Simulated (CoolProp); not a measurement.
Vapour-liquid equilibrium of m-xylene (1) + n-decane (2) at 0.021 MPa; x and y are mole fractions of (1).

Values from CoolProp's multi-fluid Helmholtz-energy mixture model, Zhou 2012 and Lemmon 2006; pair parameters Bell 2016.

```
x     bubble temperature (K)  y at the bubble point  dew temperature at overall composition x (K)  liquid density (mol/L)
----  ----------------------  ---------------------  --------------------------------------------  ----------------------
0.05                   391.3                  0.142                                         393.3                   4.677
0.2                    383.9                  0.441                                         390.0                   5.018
0.35                   378.2                  0.629                                         386.4                   5.388
0.5                    373.6                  0.758                                         382.3                   5.797
0.65                   369.6                  0.854                                         377.5                   6.253
0.8                    366.0                  0.927                                         371.9                   6.767
0.95                   362.9                  0.984                                         364.8                   7.353
```

No azeotrope shows between x = 0.05 and 0.95.

The pair parameters rest on a limited set of measurements; away from them the model extrapolates.
